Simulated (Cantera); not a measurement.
A diamond (100) surface in a fixed gas of H2 with x(CH4) = 0.027, x(CH3) = 9.4e-05, at 1075 K, 0.158 atm; coverages are run to steady state.

Model: the Harris–Goodwin 1993 mechanism for the reconstructed diamond (100) surface, integrated in Cantera.

One state of this run: growth (µm/h) = 3.22; θ c6HH = 0.528; θ c6H* = 0.0219; θ c6*H = 0.368; θ c6** = 0.00799; θ c6HM = 0.0499. θ: site fractions in the mechanism's names (c6HH fully hydrogenated, c6H* and c6*H radical sites, c6** diradical, c6HM methylated).

**Question.** Which value of x(H) does it belong to?
A) 0.00022
B) 0.0001
C) 0.011
D) 0.023

**Answer.** A, 0.00022
